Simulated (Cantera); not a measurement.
A freely propagating, adiabatic, planar premixed flame of 16.4 % CH3OH, 17.5 % O2, 66.1 % N2, equivalence ratio 1.4, unburnt at 473 K and 5.90 bar; mixture-averaged transport, grid criteria slope 0.08 and curve 0.16, no radiation.

Cantera simulation using GRI-Mech 3.0 (53 species, 325 reactions); the numbers are that mechanism's predictions, not measurements. GRI-Mech 3.0 was tuned for natural gas; its chemistry of methanol as a main component is partial and can be far from experiment. Burning velocities carry a grid error of a few per cent, more on coarse grids.

x: mole fraction of selected species; z is measured from the peak of heat release.

```csv
z (mm),T (K),u (m/s),x CH3OH,x O2,x C2H4,x OH,x CH2CO,x HCN
-0.178,473,0.662,0.163,0.175,<1e-8,<1e-8,<1e-8,<1e-8
-0.119,478,0.672,0.162,0.173,<1e-8,<1e-8,<1e-8,<1e-8
-0.0892,493,0.699,0.160,0.170,(withheld),<1e-8,2.28e-8,<1e-8
-0.0595,586,0.847,0.152,0.161,(withheld),<1e-8,2.80e-7,1.52e-8
-0.0297,974,1.48,0.110,0.123,(withheld),8.99e-8,2.90e-6,1.15e-7
-0.0149,1339,2.10,0.0607,0.0849,(withheld),2.88e-5,7.18e-6,2.51e-7
0,1718,2.80,0.00853,0.0440,(withheld),0.000819,1.32e-5,4.78e-7
0.0149,1881,3.08,8.56e-5,0.0202,(withheld),0.00262,3.59e-6,6.64e-7
0.0297,1951,3.18,6.75e-7,0.00854,(withheld),0.00375,3.81e-7,6.11e-7
0.0595,2020,3.27,2.36e-8,0.00204,<1e-8,0.00378,1.27e-8,3.83e-7
0.119,2075,3.35,<1e-8,0.000524,<1e-8,0.00277,<1e-8,1.75e-7
0.238,2112,3.40,<1e-8,0.000163,<1e-8,0.00166,<1e-8,7.44e-8
0.476,2131,3.43,<1e-8,4.38e-5,<1e-8,0.000877,<1e-8,3.51e-8
```

Question: Fill in the missing entries.

Answer: 
- -0.0892, x C2H4: 1.25e-8
- -0.0595, x C2H4: 1.12e-7
- -0.0297, x C2H4: 8.58e-7
- -0.0149, x C2H4: 1.88e-6
- 0, x C2H4: 3.22e-6
- 0.0149, x C2H4: 1.04e-6
- 0.0297, x C2H4: 8.18e-8
